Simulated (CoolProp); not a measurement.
Properties of the fluoroketone C6F12O (FK-5-1-12) along the isotherm 311.9 K.

The numbers come from the reference Helmholtz-energy equation of state, McLinden 2015 in CoolProp.

```csv
p (MPa),phase,Z,cv (kJ/(kg K)),Joule-Thomson coefficient (K/MPa),isothermal compressibility (1/MPa),fugacity coefficient
0.584,liquid,0.04554,0.8941,-0.2175,0.003669,0.1186
1.17,liquid,0.09104,0.8941,-0.2231,0.003571,0.06196
1.75,liquid,0.1359,0.8940,-0.2284,0.003480,0.04334
2.34,liquid,0.1813,0.8940,-0.2334,0.003393,0.03393
2.92,liquid,0.2258,0.8939,-0.2381,0.003312,0.02844
3.5,liquid,0.2702,0.8939,-0.2425,0.003236,0.02481
4.09,liquid,0.3151,0.8939,-0.2469,0.003162,0.02222
4.67,liquid,0.3592,0.8938,-0.2509,0.003093,0.02035
```
